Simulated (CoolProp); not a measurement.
Vapour-liquid equilibrium of isopentane (1) + R365MFC (2) at 45.8 kPa; x and y are mole fractions of (1).

The numbers come from the multi-fluid Helmholtz-energy mixture model, Lemmon 2006 and Lemmon 2016; pair parameters Bell 2016 in CoolProp.

| x | bubble temperature, mixture model (K) | bubble temperature, Raoult's law (K) | y, mixture model | y, Raoult's law |
|---|---|---|---|---|
| 0.05 | 287.1 | 292.2 | 0.255 | 0.081 |
| 0.2 | 278.6 | 289.9 | 0.551 | 0.297 |
| 0.35 | 276.0 | 287.8 | 0.633 | 0.479 |
| 0.5 | 275.3 | 285.8 | 0.661 | 0.634 |
| 0.65 | 275.2 | 283.9 | 0.680 | 0.765 |
| 0.8 | 275.3 | 282.1 | 0.721 | 0.876 |
| 0.95 | 277.6 | 280.4 | 0.871 | 0.971 |

The largest gap from Raoult's law is -11.8 K in bubble temperature, at x = 0.35. y crosses x between x = 0.65 and 0.8: the model has an azeotrope there.

The pair parameters rest on a limited set of measurements; away from them the model extrapolates.
